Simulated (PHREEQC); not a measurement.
Dissolve 0.00035 mol/kgw CaSO4, 0.00031 mol/kgw KHCO3 and 0.0017 mol/kgw NaCl at 20 °C. Closed to the air; pH follows from the charge balance.

Computed with PHREEQC (ion-association model, phreeqc.dat).

No solid was allowed to form.

**Question.** What pH does the model give?

**Answer.** pH 8.20.

**Question.** In which forms is C present?

**Answer.** HCO3- 97 %, CO2 1.4 %, CO3-2 0.8 % of the C.
